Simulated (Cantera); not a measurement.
# Ignition delay

Mixture: 23.5 % H2, 15.6 % O2, 58.9 % N2, 1.99 % H2O, equivalence ratio 0.75, at 10.0 bar, adiabatic and at constant volume. Ignition delay is the time to a rise of 400 K.

Model: the H2/O2 subset of GRI-Mech 3.0, which has no nitrogen chemistry, integrated in Cantera. The hydrogen kinetics of GRI-Mech 3.0 are dated; newer H2 mechanisms differ, most at raised pressure.

```json
[
 {"T0 (K)": "1250", "delay (ms)": "0.0226"},
 {"T0 (K)": "1350", "delay (ms)": "0.00367"},
 {"T0 (K)": "1450", "delay (ms)": "0.00190"},
 {"T0 (K)": "1550", "delay (ms)": "0.00125"},
 {"T0 (K)": "1650", "delay (ms)": "0.000922"},
 {"T0 (K)": "1750", "delay (ms)": "0.000726"}
]
```

```json
{
  "apparent activation energy between 1550 and 1750 K": "62 kJ/mol"
}
```
